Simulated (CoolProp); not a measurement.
Vapour-liquid equilibrium of R125 (1) + R236FA (2) at 285 K; x and y are mole fractions of (1).

Model: multi-fluid Helmholtz-energy mixture model, Lemmon 2005 and Pan 2012; pair parameters Bell 2016, in CoolProp.

```tsv
x	bubble pressure (kPa)	y at the bubble point	dew pressure at overall composition x (kPa)	liquid density (mol/L)
0.05	207.0	0.202	178.8	9.304
0.125	261.1	0.404	191.7	9.412
0.2	315.7	0.539	206.5	9.520
0.275	370.8	0.636	223.7	9.628
0.35	426.7	0.709	244.0	9.735
0.425	483.3	0.767	268.3	9.841
0.5	540.8	0.814	297.7	9.945
0.575	599.3	0.853	334.1	10.05
0.65	658.9	0.887	380.4	10.15
0.725	719.8	0.916	440.7	10.24
0.8	782.3	0.942	522.1	10.33
0.875	846.6	0.965	636.6	10.41
0.95	913.1	0.987	804.0	10.48
```

No azeotrope shows between x = 0.05 and 0.95.

Pair parameters are fitted to limited data, so mixtures are less certain than the pure fluids.
